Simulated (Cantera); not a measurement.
An isothermal, constant-pressure homogeneous reactor starts with CH4 : N2 = 1 : 40 (molar parts), at 1673 K and 760 Torr. Integrator tolerance rtol = 1e-08.

Detailed kinetics in Cantera: GRI-Mech 3.0 (53 species, 325 reactions). GRI-Mech 3.0 stops at C3 and has no aromatics, soot or wall deposition, so with more carbon than oxygen in the feed, carbon stays in small species such as C2H2 where larger ones or solid carbon would form.

What does this change do: temperature 1673 to 1500 K?


| quantity | before | after |
|---|---|---|
| x(CH4) at 100 s | 0.000117 (gas-phase equilibrium 4.13e-5) | 0.000596 (gas-phase equilibrium 0.000238) |
| x(CH2) at 100 s | 8.74e-10 (gas-phase equilibrium 3.07e-10) | 8.92e-11 (gas-phase equilibrium 3.50e-11) |
| x(H2) at 100 s | 0.0355 (gas-phase equilibrium 0.0356) | 0.0347 (gas-phase equilibrium 0.0353) |
| x(C2H) at 100 s | 3.50e-8 (gas-phase equilibrium 4.26e-9) | 2.04e-9 (gas-phase equilibrium 3.07e-10) |
| x(HCN) at 100 s | 1.26e-5 (gas-phase equilibrium 0.0209) | 1.35e-7 (gas-phase equilibrium 0.0201) |

What does this change do: pressure from 760 Torr to 0.683 Torr?


| quantity | before | after |
|---|---|---|
| x(CH4) at 100 s | 0.000117 (gas-phase equilibrium 4.13e-5) | 0.000133 (gas-phase equilibrium 3.67e-8) |
| x(CH2) at 100 s | 8.74e-10 (gas-phase equilibrium 3.07e-10) | 9.99e-8 (gas-phase equilibrium 3.06e-10) |
| x(H2) at 100 s | 0.0355 (gas-phase equilibrium 0.0356) | 0.0354 (gas-phase equilibrium 0.0353) |
| x(C2H) at 100 s | 3.50e-8 (gas-phase equilibrium 4.26e-9) | 3.54e-7 (gas-phase equilibrium 1.43e-7) |
| x(HCN) at 100 s | 1.26e-5 (gas-phase equilibrium 0.0209) | 2.02e-5 (gas-phase equilibrium 0.0209) |
Radical loss at walls, strong at low pressure, is not modelled.
